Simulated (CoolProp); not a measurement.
A closed Brayton cycle with carbon dioxide: compressor inlet 319.15 K and 9.1 MPa, high pressure 18.9 MPa, turbine inlet 770 K, compressor efficiency 0.89, turbine efficiency 0.85, recuperator effectiveness 0.8 (on enthalpy, no pinch check). Each further row changes one setting.

The numbers come from the reference Helmholtz-energy equation of state, Span 1996 in CoolProp.

```csv
case,thermal efficiency (%),net work (kJ/kg),compressor to turbine work,compressor exit (K),turbine exit (K)
as stated,…,59.1,0.31,367.4,689.5
turbine inlet 720 K,…,52.7,0.33,367.4,642.4
compressor inlet 329.15 K,…,…,0.39,…,689.5
high pressure 16.1 MPa,21.3,…,0.29,…,706.9
recuperator effectiveness 0.5,16.4,59.1,0.31,367.4,689.5
```

Problem. Complete the blanks.

Solution. 
- as stated, thermal efficiency (%): 24.0
- turbine inlet 720 K, thermal efficiency (%): 23.1
- compressor inlet 329.15 K, thermal efficiency (%): 23.4
- compressor inlet 329.15 K, net work (kJ/kg): 52.2
- compressor inlet 329.15 K, compressor exit (K): 387.5
- high pressure 16.1 MPa, net work (kJ/kg): 47.9
- high pressure 16.1 MPa, compressor exit (K): 356.8
